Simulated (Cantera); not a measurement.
Input: 1 mol HMDSO, a varied amount of NO, at 1175 °C and 26.0 mbar.

Cantera equilibrium calculation (NASA polynomials, part measured and part estimated; ideal gas, pure solids and liquids). Candidate condensed phases: C, C6H6, C7H8, C8H18, H2O, Si, SiC, SiO2, Si2N2O, Si3N4; 151 gas species. The feed counts by its element totals alone. Mutual solubility and eutectic melting of coexisting phases are not modelled. Equilibrium is a limit: real reactors are often held back by kinetics, nucleation or transport.

Question: At 0.66 mol NO, list the 7 most abundant gas species with their mole fractions, and the condensed phases.

Answer: H2 0.863, CO 0.132, N2 0.00467, SiO 0.000207, CH4 6.45e-5, H 5.32e-5, HCN 4.60e-5. Condensed: C(graphite) + SiC(s) + Si2N2O(s).
